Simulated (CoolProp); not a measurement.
Computed with CoolProp (reference Helmholtz-energy equation of state, Lemmon and Jacobsen 2000).

Question: For R143a, give the phase and the Z, cv (kJ/(kg K)), viscosity (µPa s), conductivity (mW/(m K)) at 208.9 K and 6910 kPa.

Answer: 
- 208.9 K and 6910 kPa: liquid; Z 0.273, cv 0.844, viscosity 268, conductivity 113

Viscosity comes from a separate model (Klein 1997), an estimate that may be off by 10 % or more. Thermal conductivity comes from a separate model (McLinden 2000), an estimate that may be off by 10 % or more.
